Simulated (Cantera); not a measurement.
Feed: 1 mol FeS2, 0.12 mol O2, 9.6 mol CO2, 0.16 mol H2S, at 1525 K and 21.0 mbar.

Cantera equilibrium calculation (NASA polynomials, part measured and part estimated; ideal gas, pure solids and liquids). Candidate condensed phases: C, C6H6, C7H8, C8H18, Fe, Fe(CO)5, FeO, Fe(OH)2, Fe(OH)3, FeS, FeSO4, FeS2, Fe2O3, Fe2(SO4)3, Fe3O4, H2O, H2SO4, S; 127 gas species. The tables' stoichiometric FeO is somewhat more stable than real wüstite, so its field is too wide. FeO: taken at fixed stoichiometry. Equilibrium is a limit: real reactors are often held back by kinetics, nucleation or transport.

Q: What is the equilibrium state?

A: 
- x(CO2) = 0.556
- x(CO) = 0.283
- x(SO2) = 0.101
- x(S2) = 0.0410
- x(H2O) = 0.0115
- x(SO) = 0.00378
- x(H2) = 0.00218
- x(COS) = 0.000893
- x(S2O) = 0.000547
- n(FeO(s)) = 1.000 mol
- gas amount = 11.43 mol
- log10 activity of Fe(γ) (absent) = -1.09
- log10 activity of S(l) (absent) = -2.77
- log10 activity of C(graphite) (absent) = -5.79
